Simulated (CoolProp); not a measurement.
Vapour-liquid equilibrium of n-hexane (1) + hexamethyldisiloxane (MM) (2) at 0.0201 MPa; x and y are mole fractions of (1).

Values from CoolProp's multi-fluid Helmholtz-energy mixture model, Thol 2019 and Thol 2016; pair parameters Bell 2016.

**Question.** Give the bubble temperature and the first vapour's composition at x = 0.05, 0.425, 0.65. Is there an azeotrope?

**Answer.** x = 0.05: 324.4 K, y = 0.125; x = 0.425: 312.3 K, y = 0.685; x = 0.65: 306.2 K, y = 0.864. No azeotrope shows between x = 0.05 and 0.95.

Pair parameters are fitted to limited data, so mixtures are less certain than the pure fluids.
